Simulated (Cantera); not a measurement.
Charge: 1 mol NH3, 0.34 mol O2, equilibrated at 2.50 bar.

Equilibrium computed with Cantera from the NASA thermochemical tables; the gas is ideal and each condensed phase is pure. Candidate condensed phases: H2O; 24 gas species. The numbers say what is thermodynamically allowed, not how fast it happens.

x: gas mole fraction; nothing condenses.

```csv
T (K),x H2,x H2O,x N2,x H,x OH,x O,x NO
1100,0.410,0.340,0.250,1.05e-8,3.87e-11,<1e-12,<1e-12
1300,0.410,0.340,0.250,4.48e-7,4.85e-9,<1e-12,…
1500,0.410,0.340,0.250,7.13e-6,1.69e-7,2.54e-12,…
1700,0.410,0.340,0.250,5.97e-5,2.56e-6,2.98e-10,…
1900,0.410,0.340,0.250,0.000321,2.19e-5,1.29e-8,…
2100,0.409,0.340,0.250,0.00126,0.000125,2.74e-7,…
2300,0.407,0.339,0.249,0.00391,0.000523,3.43e-6,…
2500,0.403,0.336,0.248,0.0101,0.00174,2.87e-5,…
2700,0.396,0.330,0.246,0.0226,0.00482,0.000176,…
2900,0.383,0.316,0.242,0.0450,0.0114,0.000829,…
3100,0.365,0.290,0.235,0.0812,0.0231,0.00312,…
3300,0.340,0.247,0.223,0.135,0.0400,0.00941,…
3500,0.308,0.187,0.206,0.207,0.0578,0.0227,…
```

Question: Complete the blanks.

Answer: 
- 1300, x NO: 2.22e-11
- 1500, x NO: 1.49e-9
- 1700, x NO: 3.76e-8
- 1900, x NO: 4.82e-7
- 2100, x NO: 3.81e-6
- 2300, x NO: 2.10e-5
- 2500, x NO: 8.83e-5
- 2700, x NO: 0.000298
- 2900, x NO: 0.000841
- 3100, x NO: 0.00200
- 3300, x NO: 0.00397
- 3500, x NO: 0.00651
